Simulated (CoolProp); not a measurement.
Aqueous sodium chloride as a coolant, 20 % by mass, freezing at -16.5 °C, 1 atm.

Model: Melinder's fits for secondary coolants, in CoolProp.

```tsv
T (°C)	viscosity (mPa s)	density (kg/m³)	cp (kJ/(kg K))	conductivity (W/(m K))
-11.1	4.00	1161	3.362	0.531
-3.2	3.00	1158	3.378	0.543
4.6	2.33	1155	3.391	0.555
12.4	1.86	1151	3.402	0.566
20.2	1.52	1148	3.411	0.578
28	1.29	1144	3.417	0.590
35.8	1.12	1140	3.422	0.603
```
